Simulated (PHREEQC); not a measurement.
Consider water at 60 °C with 43 mmol/kgw NH4HF2, 66 mmol/kgw (NH4)2SiF6, 0.11 mmol/kgw H3BO3 and 91 mmol/kgw HCl. Closed to the air; pH follows from the charge balance.

All values are PHREEQC results (ion-association model, wateq4f.dat), not measurements.

This is a speciation only: nothing precipitates in the calculation.

Q: Predict the pH, activity of water, ionic strength.

A: pH 1.42; activity of water 0.992; ionic strength 0.291 mol/kgw.

Q: In which forms is F present?

A: SiF6-2 82 %, HF 16 %, H2F2 1.7 % of the F.

Away from 25 °C the constants follow the database's enthalpies or fits; those with neither stay at their 25 °C values. SiF6-2 is the database's only silicon fluoride. Real BF4- forms and hydrolyses slowly; the run takes it at equilibrium.
